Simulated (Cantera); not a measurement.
A Cantera script and its output.

```python
import numpy as np
import cantera as ct

gas = ct.Solution("gri30.yaml")
gas.TPX = 600, 84000, {'CH4': 1, 'CO': 0.043, 'O2': 5.05, 'N2': 19, 'H2O': 1.1, 'CO2': 0.35}
inlet = ct.Reservoir(gas, clone=True)
gas.equilibrate("HP")  # start burning
reactor = ct.IdealGasConstPressureReactor(gas, energy="on", clone=False)
exhaust = ct.Reservoir(gas, clone=True)
tau = [0.31, 0.11, 0.038, 0.013, 0.0046, 0.0016, 0.00057, 0.0002, 7e-05, 2.5e-05, 8.6e-06][0]
for a, b in ((inlet, reactor), (reactor, exhaust)):
    ct.MassFlowController(a, b, mdot=lambda t: reactor.mass / tau)
net = ct.ReactorNet([reactor])
show = ['CH4', 'CO', 'O2', 'NO', 'OH', 'N2O', 'CH2CO']

rows = []
print(f"{'tau/s':>10s}{'T/K':>9s}" + "".join(f"{s:>11s}" for s in show))
for tau in [0.31, 0.11, 0.038, 0.013, 0.0046, 0.0016, 0.00057, 0.0002, 7e-05, 2.5e-05, 8.6e-06]:
    net.initial_time = 0.0
    net.advance(30 * tau)
    before = gas.X
    net.advance(40 * tau)
    drift = np.max(np.abs(gas.X - before) / (gas.X + 1e-9))
    rows.append([gas.T, *gas[show].X, drift])
    print(f"{tau:10.3e}{gas.T:9.1f}" + "".join(f"{x:11.3e}" for x in gas[show].X))
```

Result:

```
     tau/s      T/K        CH4         CO         O2         NO         OH        N2O      CH2CO
 3.100e-01   1468.9  1.445e-05  1.647e-04  1.142e-01  1.059e-06  3.031e-04  6.264e-07  4.226e-09
 1.100e-01   1466.4  2.834e-05  3.397e-04  1.143e-01  9.500e-07  4.154e-04  7.627e-07  1.014e-08
 3.800e-02   1461.4  5.706e-05  7.188e-04  1.145e-01  7.267e-07  5.665e-04  7.630e-07  2.317e-08
 1.300e-02   1451.3  1.184e-04  1.550e-03  1.149e-01  5.049e-07  7.520e-04  6.451e-07  5.114e-08
 4.600e-03   1430.8  2.565e-04  3.349e-03  1.159e-01  3.512e-07  9.255e-04  4.798e-07  1.183e-07
 1.600e-03   1375.9  7.670e-04  8.327e-03  1.194e-01  1.814e-07  8.737e-04  2.646e-07  5.338e-07
 5.700e-04    600.0  3.767e-02  1.620e-03  1.903e-01 -3.931e-20  3.001e-19 -1.142e-19 -4.355e-18
 2.000e-04    600.0  3.767e-02  1.620e-03  1.903e-01 -5.796e-23  2.140e-19 -1.679e-22 -6.421e-21
 7.000e-05    600.0  3.767e-02  1.620e-03  1.903e-01 -2.685e-24  1.164e-19 -7.674e-24 -2.974e-22
 2.500e-05    600.0  3.767e-02  1.620e-03  1.903e-01 -1.696e-25  4.771e-20 -4.677e-25 -1.879e-23
 8.600e-06    600.0  3.767e-02  1.620e-03  1.903e-01 -1.071e-26  1.385e-20 -2.722e-26 -1.187e-24
```

Detailed kinetics in Cantera: GRI-Mech 3.0 (53 species, 325 reactions).
